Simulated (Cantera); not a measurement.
**Pyrogenic steam for wet oxidation**

A perfectly stirred reactor is fed with 11.8 % H2, 7.35 % O2, 80.9 % N2, equivalence ratio 0.80, at 13300 Pa; it is held at 973 K, and followed from long to short residence time.

Computed with Cantera and the H2/O2 subset of GRI-Mech 3.0, which has no nitrogen chemistry. Radical loss at walls, strong at low pressure, is not modelled. The temperature is held fixed by assumption; the heat of reaction is taken as removed at once.

| τ (s) | x H2 | x O2 | x H | x H2O | x O | x OH |
|---|---|---|---|---|---|---|
| 9.7 | 0.000271 | 0.0157 | 1.24e-5 | 0.125 | 1.21e-5 | 3.47e-5 |
| 3.6 | 0.000504 | 0.0159 | 3.30e-5 | 0.124 | 2.41e-5 | 4.99e-5 |
| 1.3 | 0.000937 | 0.0161 | 8.97e-5 | 0.124 | 4.75e-5 | 7.30e-5 |
| 0.48 | 0.00169 | 0.0164 | 0.000235 | 0.123 | 9.00e-5 | 0.000106 |
| 0.18 | 0.00298 | 0.0171 | 0.000591 | 0.121 | 0.000164 | 0.000155 |
| 0.065 | 0.00526 | 0.0184 | 0.00147 | 0.118 | 0.000298 | 0.000227 |
| 0.024 | 0.00903 | 0.0205 | 0.00334 | 0.113 | 0.000519 | 0.000326 |
| 0.0087 | 0.0154 | 0.0243 | 0.00694 | 0.104 | 0.000875 | 0.000459 |
x: mole fraction; the columns are a selection and need not sum to one.
